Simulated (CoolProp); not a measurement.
Properties of R1224YDZ along the isotherm 282.3 K.

Values from CoolProp's reference Helmholtz-energy equation of state, Akasaka 2023.

```csv
p (MPa),phase,Z,cp (kJ/(kg K)),cv (kJ/(kg K)),isothermal compressibility (1/MPa)
1.39,liquid,0.06252,1.115,0.7930,0.002125
2.78,liquid,0.1247,1.112,0.7932,0.002056
4.17,liquid,0.1865,1.109,0.7934,0.001993
5.56,liquid,0.2480,1.107,0.7936,0.001934
6.95,liquid,0.3091,1.104,0.7938,0.001879
8.34,liquid,0.3700,1.102,0.7941,0.001827
9.72,liquid,0.4302,1.100,0.7943,0.001779
11.1,liquid,0.4901,1.098,0.7946,0.001733
12.5,liquid,0.5505,1.096,0.7949,0.001690
13.9,liquid,0.6108,1.094,0.7952,0.001649
15.3,liquid,0.6708,1.092,0.7955,0.001610
16.7,liquid,0.7305,1.090,0.7958,0.001573
```
